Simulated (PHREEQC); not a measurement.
NaOH is added in steps, without added water, to 1 kg of water holding 0.11 mol NiSO4, 0.00099 mol H3AsO4, 0.0036 mol HCl and 0.12 mol NaCl, at 25 °C. Oxygen is held at 0.21 atm. No CO2 enters from the air. Only these solids could form: Ni(OH)2, Ni4(OH)6SO4, Ni3(AsO4)2:8H2O, Halite, Mirabilite, Morenosite.

Base run: PHREEQC, ion-association model, wateq4f.dat. Each further column changes one thing. The table gives pH.

| NaOH added (mol) | base | NiSO4 replaced by Cs2SO4 at the same molality | NaCl replaced by NaNO3 at the same molality | no solid may form |
|---|---|---|---|---|
| 0 | 2.86 | 2.98 | 2.85 | 2.86 |
| 0.02 | 6.30 | 11.94 | 6.29 | 9.25 |
| 0.04 | 6.33 | 12.33 | 6.31 | 9.50 |
| 0.06 | 6.35 | 12.54 | 6.34 | 9.64 |
| 0.07 | 6.37 | 12.61 | 6.35 | 9.69 |
| 0.09 | 6.40 | 12.73 | 6.39 | 9.79 |
| 0.11 | 6.44 | 12.82 | 6.43 | 9.87 |
| 0.13 | 6.48 | 12.89 | 6.47 | 9.95 |
| 0.15 | 6.54 | 12.96 | 6.52 | 10.02 |
| 0.17 | 6.61 | 13.01 | 6.59 | 10.10 |
| 0.18 | 6.65 | 13.04 | 6.64 | 10.14 |
| 0.2 | 6.78 | 13.08 | 6.77 | 10.24 |
| 0.22 | 7.12 | 13.13 | 7.11 | 10.34 |
| 0.24 | 11.95 | 13.16 | 11.95 | 10.47 |

The database has no arsenate complexes of Ni. The database's Ni(OH)2 is the aged solid; a fresh precipitate is more soluble.  In at least one series the solution becomes supersaturated in solids that the run did not let form, among them Ni(OH)2, Ni4(OH)6SO4, Ni3(AsO4)2:8H2O. Solids allowed in the column 'NiSO4 replaced by Cs2SO4 at the same molality': Halite, Mirabilite.
